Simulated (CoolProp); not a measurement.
Computed with CoolProp (reference Helmholtz-energy equation of state, Lemmon 2006). It is a short technical equation, of lower accuracy than the large ones.

Problem. Give the vapour pressure (kPa), liquid density (kg/m³), enthalpy of vaporisation (kJ/kg), liquid cp (kJ/(kg K)) of saturated carbonyl sulfide at -20.25, 50.25, 73.75 °C.

Solution. 
| T (°C) | p (kPa) | liquid density (kg/m³) | enthalpy of vaporisation (kJ/kg) | liquid cp (kJ/(kg K)) |
|---|---|---|---|---|
| -20.25 | 338 | 1110 | 287 | 1.23 |
| 50.25 | 2280 | 909 | 213 | 1.54 |
| 73.75 | 3640 | 813 | 171 | 1.89 |
